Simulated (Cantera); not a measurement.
Input: 1 mol SiH₂Cl₂, 2.9 mol O₃, 2.4 mol H₂, at 700 °C and 1.00 bar.

These are equilibrium values from Cantera (NASA tables, ideal gas, pure condensed phases), not measurements of a reactor. Candidate condensed phases: H₂O, Si, SiO₂; 30 gas species. Equilibrium is a limit: real reactors are often held back by kinetics, nucleation or transport.

Base state: H₂O 0.406, O₂ 0.317, HCl 0.243, Cl₂ 0.0337, Cl 4.72e-5, HOCl 2.13e-5 (mole fractions); condensed: SiO₂(β-quartz).

### Question
What changes in the equilibrium state with this change: temperature from 700 °C to 1252 °C?

### Answer
```tsv
species	before	after
H₂O	0.406	0.373
O₂	0.317	0.325
HCl	0.243	0.294
Cl₂	0.0337	0.00380
OH	1.50e-7	0.000209
Cl	4.72e-5	0.00425
ClO	1.78e-6	5.78e-5
HOCl	2.13e-5	5.42e-5
SiO₂(β-quartz), mol	1.00	1.00
```
The tables hold silica as quartz up to 1696 K and as liquid above; real silica turns to tridymite and cristobalite and melts near 1996 K. Gases not in the tables: Si(OH)₄.
